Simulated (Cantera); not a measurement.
A Cantera script and its output.

```python
import numpy as np
import cantera as ct

gas = ct.Solution("gri30.yaml")
gas.TPX = 2075, 180000, {'NO': 1, 'N2': 5.2}
reactor = ct.IdealGasConstPressureReactor(gas, energy="off", clone=False)
net = ct.ReactorNet([reactor])
net.rtol, net.atol = 1e-08, 1e-18
show = ['NO', 'N2O', 'O2', 'N2', 'O', 'NO2']
times = np.geomspace(2e-06, 8, 10)

steps = ct.SolutionArray(gas, extra=["t"])
rows = []
print(f"{'t/s':>10s}{'T/K':>9s}{'P/Pa':>11s}" + "".join(f"{s:>11s}" for s in show))
for t in times:
    while net.time < t:
        t_next = net.step()
        steps.append(gas.state, t=t_next)
    rows.append([np.interp(t, steps.t, y) for y in (steps.T, steps.P, *steps(*show).X.T)])
    print(f"{t:10.3e}{rows[-1][0]:9.1f}{rows[-1][1]:11.4g}" + "".join(f"{x:11.3e}" for x in rows[-1][2:]))
rate = np.gradient(steps.T, steps.t)
print("integrator steps:", len(steps.t))
if steps.T.max() > steps.T[0] + 200:
    print(f"time of steepest temperature rise: {steps.t[rate.argmax()]:.4e} s")
gas.TPX = 2075, 180000, {'NO': 1, 'N2': 5.2}
gas.equilibrate("TP")
print(f"equilibrium (TP): T = {gas.T:.1f} K  " + "  ".join(f"{s} {gas[s].X[0]:.3e}" for s in show))
```

It prints:

```
       t/s      T/K       P/Pa         NO        N2O         O2         N2          O        NO2
 2.000e-06   2075.0    1.8e+05  1.613e-01  1.827e-07  1.125e-10  8.387e-01  1.783e-07  6.851e-09
 1.083e-05   2075.0    1.8e+05  1.613e-01  9.604e-07  3.071e-09  8.387e-01  8.688e-07  1.621e-07
 5.863e-05   2075.0    1.8e+05  1.613e-01  4.457e-06  8.366e-08  8.387e-01  4.064e-06  2.245e-06
 3.175e-04   2075.0    1.8e+05  1.612e-01  1.204e-05  4.263e-06  8.387e-01  2.414e-05  1.823e-05
 1.719e-03   2075.0    1.8e+05  1.609e-01  1.350e-05  1.456e-04  8.389e-01  5.226e-05  4.108e-05
 9.308e-03   2075.0    1.8e+05  1.590e-01  1.318e-05  1.080e-03  8.398e-01  5.865e-05  4.581e-05
 5.040e-02   2075.0    1.8e+05  1.486e-01  1.149e-05  6.217e-03  8.450e-01  8.505e-05  6.301e-05
 2.729e-01   2075.0    1.8e+05  9.940e-02  5.253e-06  3.078e-02  8.696e-01  1.588e-04  8.001e-05
 1.478e+00   2075.0    1.8e+05  1.625e-02  5.909e-07  7.237e-02  9.111e-01  2.356e-04  1.956e-05
 8.000e+00   2075.0    1.8e+05  6.143e-03  4.970e-07  7.743e-02  9.162e-01  2.432e-04  7.635e-06
integrator steps: 927
equilibrium (TP): T = 2075.0 K  NO 6.142e-03  N2O 4.970e-07  O2 7.744e-02  N2 9.162e-01  O 2.432e-04  NO2 7.634e-06
```

Computed with Cantera and GRI-Mech 3.0 (53 species, 325 reactions).
